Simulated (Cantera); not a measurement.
Charge: 1 mol Pb, 57 mol N2, held at 1598.15 K and 0.0690 bar.

Equilibrium computed with Cantera from the NASA thermochemical tables; the gas is ideal and each condensed phase is pure. Candidate condensed phases: Pb; 4 gas species. The numbers say what is thermodynamically allowed, not how fast it happens.

Base state: N2 0.983, Pb 0.0172 (mole fractions); condensed: gas only.

**Question.** What changes in the equilibrium state with this change: temperature from 1598.15 K to 775 K?

**Answer.** 
| species | before | after |
|---|---|---|
| N2 | 0.983 | 1.00 |
| Pb | 0.0172 | 3.61e-7 |
| Pb(l), mol | 0 | 1.000 |
